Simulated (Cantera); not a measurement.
A freely propagating, adiabatic, planar premixed flame of H₂ : O₂ : N₂ = 1 : 0.357 : 1.34 (molar parts), equivalence ratio 1.4, unburnt at 525 K and 0.553 atm; mixture-averaged transport, grid criteria slope 0.08 and curve 0.16, no radiation.

Model: the H2/O2 subset of GRI-Mech 3.0, which has no nitrogen chemistry, integrated in Cantera. Burning velocities carry a grid error of a few per cent, more on coarse grids.

**Question.** Predict: laminar burning velocity; thermal thickness; peak x(H₂O₂); peak x(OH); peak x(O); peak x(HO₂).

**Answer.** 
* **laminar burning velocity**: 666 cm/s
* **thermal thickness**: 0.924 mm
* **peak x(H₂O₂)**: 1.30e-5
* **peak x(OH)**: 0.0127
* **peak x(O)**: 0.00874
* **peak x(HO₂)**: 0.000218
